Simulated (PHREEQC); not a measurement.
Polishing slurry liquid (model solution)

A solution holds 3.5e-05 mol K2CO3, 0.0001 mol Al(NO3)3 and 3.3e-05 mol CuSO4 per kg of water, at 20 °C. Closed to the air; pH follows from the charge balance.

All values are PHREEQC results (ion-association model, phreeqc.dat), not measurements.

Precipitation was switched off in this run.

Question: What pH does the model give?

Answer: pH 5.11.

Question: In which forms is Al present?

Answer: Al+3 42 %, AlOH+2 34 %, Al(OH)2+ 20 %, AlSO4+ 2.7 % of the Al.

The solution is supersaturated, for example in Gibbsite (slow to form), so a real one may precipitate; this is no full list.
